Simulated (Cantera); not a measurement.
Cantera run, input and output.

```python
import numpy as np
import cantera as ct

gas = ct.Solution("h2o2.yaml")
gas.TP = 300, 79000
flame = ct.CounterflowDiffusionFlame(gas, width=0.02)
flame.fuel_inlet.X, flame.fuel_inlet.T = {'H2': 1}, 348
flame.oxidizer_inlet.X, flame.oxidizer_inlet.T = {'O2': 0.26, 'N2': 0.74}, 650
flame.set_refine_criteria(ratio=3, slope=0.12, curve=0.24, prune=0.03)
show = ['OH', 'H', 'H2O', 'HO2']

rows = []
print(f"{'mdot':>8s}{'a_max':>10s}{'a_mean':>10s}{'Tmax/K':>9s}" + "".join(f"{s:>11s}" for s in show) + "   (peak mole fractions)")
for i, mdot in enumerate([0.47, 0.63, 0.83, 1.1, 1.4, 1.9, 2.5, 3.3, 4.4]):  # kg/m2/s on the oxidiser side
    flame.oxidizer_inlet.mdot, flame.fuel_inlet.mdot = mdot, 0.32 * mdot
    flame.solve(loglevel=0, auto=(i == 0))
    if flame.T.max() < max(348, 650) + 100:
        print(f"{mdot:8.3g}  no burning solution found from the previous one")
        break
    dT = np.abs(np.gradient(flame.T, flame.grid))
    rows.append([flame.strain_rate("max"), flame.strain_rate("mean"), flame.T.max(),
                 *(flame.X[gas.species_index(s)].max() for s in show), max(dT[0], dT[-1]) / dT.max()])
    print(f"{mdot:8.3g}{rows[-1][0]:10.1f}{rows[-1][1]:10.1f}{rows[-1][2]:9.1f}" + "".join(f"{x:11.3e}" for x in rows[-1][3:-1]))
```

It prints:

```
    mdot     a_max    a_mean   Tmax/K         OH          H        H2O        HO2   (peak mole fractions)
    0.47     733.1     192.0   2625.8  3.291e-02  2.769e-02  3.070e-01  4.816e-05
    0.63     965.9     257.3   2585.4  3.286e-02  2.968e-02  3.045e-01  5.837e-05
    0.83    1257.9     339.0   2541.8  3.275e-02  3.203e-02  3.020e-01  6.809e-05
     1.1    1647.2     449.3   2491.5  3.251e-02  3.480e-02  2.993e-01  7.886e-05
     1.4    2077.0     571.8   2437.4  3.195e-02  3.712e-02  2.975e-01  8.856e-05
     1.9    2789.9     776.0   2370.8  3.119e-02  4.050e-02  2.949e-01  1.010e-04
     2.5    3623.2    1021.1   2316.7  3.073e-02  4.402e-02  2.922e-01  1.128e-04
     3.3    4794.6    1347.8   2257.5  2.997e-02  4.775e-02  2.894e-01  1.252e-04
     4.4    6373.1    1797.1   2191.2  2.881e-02  5.170e-02  2.865e-01  1.377e-04
```

Cantera simulation using the H2/O2 subset of GRI-Mech 3.0, which has no nitrogen chemistry; the numbers are that mechanism's predictions, not measurements. The maximum strain rate includes the flame's own expansion and is several times the mean.
